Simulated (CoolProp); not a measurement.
Vapour-liquid equilibrium of R114 (1) + n-heptane (2) at 386.1 K; x and y are mole fractions of (1).

Computed with CoolProp (multi-fluid Helmholtz-energy mixture model, Platzer 1990 and Span 2003; pair parameters Bell 2016). This equation is an older, rougher fit; its heat capacities, sound speeds and derivatives of the liquid may be far off and weren't checked against measurements.

```
x     bubble pressure, mixture model (MPa)  bubble pressure, Raoult's law (MPa)  y, mixture model  y, Raoult's law
----  ------------------------------------  -----------------------------------  ----------------  ---------------
0.05                                   [?]                               0.2362             0.396            0.386
0.2                                    [?]                               0.4871               [?]            0.749
0.35                                0.7859                               0.7380             0.832            0.866
0.5                                  1.014                               0.9889             0.883            0.923
0.65                                 1.228                                1.240               [?]            0.957
0.8                                  1.453                                1.491             0.949            0.980
0.95                                   [?]                                1.742             0.985            0.996
```

Task: Some entries are withheld; supply them.

Result: 
- 0.05, bubble pressure, mixture model (MPa): 0.2500
- 0.2, bubble pressure, mixture model (MPa): 0.5317
- 0.2, y, mixture model: 0.732
- 0.65, y, mixture model: 0.918
- 0.95, bubble pressure, mixture model (MPa): 1.720

The largest gap from Raoult's law is +9.2 % in bubble pressure, at x = 0.2. No azeotrope shows between x = 0.05 and 0.95.

The pair parameters rest on a limited set of measurements; away from them the model extrapolates. The gap from Raoult's law changes sign with composition, which may be real or a fault of the pair parameters; it wasn't checked against measurements.
